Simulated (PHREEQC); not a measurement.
A solution holds 73 mmol/kgw H2SO4, 190 mmol/kgw CaCl2 and 0.28 mmol/kgw H4SiO4, at 25 °C. Closed to the air; pH follows from the charge balance.

Model: ion-association model, wateq4f.dat, run in PHREEQC.

Precipitation was switched off in this run.

Q: What pH does the model give?

A: pH 1.10.

Q: In which forms is Ca present?

A: Ca+2 84 %, CaSO4 9.3 %, CaHSO4+ 6.6 % of the Ca.

Saturation is exceeded, for instance for Gypsum, Quartz (slow to form); the values hold only as long as no solid forms.
